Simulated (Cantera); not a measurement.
A closed system holds: 1 mol Si, a varied amount of O2, 88 mol H2, equilibrated at 1800 °C and 1 atm.

These are equilibrium values from Cantera (NASA tables, ideal gas, pure condensed phases), not measurements of a reactor. Candidate condensed phases: H2O, Si, SiO2; 18 gas species. Gases not in the tables: Si2H6 and higher silanes. Rates play no part.

log p: log10 of the partial pressure in bar; n: condensed amount in mol.

```json
[
 {"n(O2) (mol)": "0.0038", "log p H2": "0.00", "log p SiO": "-4.06", "log p H2O": "-7.29", "log p H": "-2.58", "log p SiH2": "-3.80", "log p Si": "-4.00", "n Si(l)": "0.964"},
 {"n(O2) (mol)": "0.0063", "log p H2": "0.00", "log p SiO": "-3.84", "log p H2O": "-7.08", "log p H": "-2.58", "log p SiH2": "-3.80", "log p Si": "-4.00", "n Si(l)": "0.959"},
 {"n(O2) (mol)": "0.011", "log p H2": "0.00", "log p SiO": "-3.60", "log p H2O": "-6.83", "log p H": "-2.58", "log p SiH2": "-3.80", "log p Si": "-4.00", "n Si(l)": "0.950"},
 {"n(O2) (mol)": "0.017", "log p H2": "0.00", "log p SiO": "-3.41", "log p H2O": "-6.64", "log p H": "-2.58", "log p SiH2": "-3.80", "log p Si": "-4.00", "n Si(l)": "0.938"},
 {"n(O2) (mol)": "0.029", "log p H2": "0.00", "log p SiO": "-3.18", "log p H2O": "-6.41", "log p H": "-2.58", "log p SiH2": "-3.80", "log p Si": "-4.00", "n Si(l)": "0.914"},
 {"n(O2) (mol)": "0.048", "log p H2": "0.00", "log p SiO": "-2.96", "log p H2O": "-6.19", "log p H": "-2.58", "log p SiH2": "-3.80", "log p Si": "-4.00", "n Si(l)": "0.876"},
 {"n(O2) (mol)": "0.081", "log p H2": "0.00", "log p SiO": "-2.73", "log p H2O": "-5.97", "log p H": "-2.58", "log p SiH2": "-3.80", "log p Si": "-4.00", "n Si(l)": "___"},
 {"n(O2) (mol)": "0.13", "log p H2": "0.00", "log p SiO": "-2.53", "log p H2O": "-5.76", "log p H": "-2.58", "log p SiH2": "-3.80", "log p Si": "-4.00", "n Si(l)": "___"},
 {"n(O2) (mol)": "0.22", "log p H2": "0.00", "log p SiO": "-2.30", "log p H2O": "-5.54", "log p H": "-2.58", "log p SiH2": "-3.80", "log p Si": "-4.00", "n Si(l)": "___"},
 {"n(O2) (mol)": "0.37", "log p H2": "0.00", "log p SiO": "-2.07", "log p H2O": "-5.31", "log p H": "-2.58", "log p SiH2": "-3.80", "log p Si": "-4.00", "n Si(l)": "___"},
 {"n(O2) (mol)": "0.62", "log p H2": "0.00", "log p SiO": "-1.94", "log p H2O": "-2.56", "log p H": "-2.58", "log p SiH2": "-6.42", "log p Si": "-6.62", "n Si(l)": "0"},
 {"n(O2) (mol)": "1", "log p H2": "-0.01", "log p SiO": "-1.94", "log p H2O": "-1.94", "log p H": "-2.58", "log p SiH2": "-7.05", "log p Si": "-7.25", "n Si(l)": "0"}
]
```

Q: Fill in the missing entries.

A: 
- 0.081, n Si(l): 0.810
- 0.13, n Si(l): 0.712
- 0.22, n Si(l): 0.532
- 0.37, n Si(l): 0.232
